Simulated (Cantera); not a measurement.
Charge: 1 mol S, 4.5 mol O2, 0.16 mol H2, held at 0.00133 bar.

Cantera equilibrium calculation (NASA polynomials, part measured and part estimated; ideal gas, pure solids and liquids). Candidate condensed phases: H2O, H2SO4, S; 19 gas species. Rates play no part. All values below are at 1977 °C.

Base state: O2 0.666, SO2 0.199, O 0.0824, H2O 0.0194, OH 0.0187, SO 0.00742, H 0.00646, H2 0.00101 (mole fractions); condensed: gas only.

Question: What changes in the equilibrium state with this change: pressure from 0.00133 bar to 0.0133 bar?

Answer: 
| species | before | after |
|---|---|---|
| O2 | 0.666 | 0.718 |
| SO2 | 0.199 | 0.212 |
| O | 0.0824 | 0.0271 |
| OH | 0.0187 | 0.0126 |
| H2O | 0.0194 | 0.0269 |
| S | 7.92e-5 | 7.82e-6 |
| H | 0.00646 | 0.00133 |
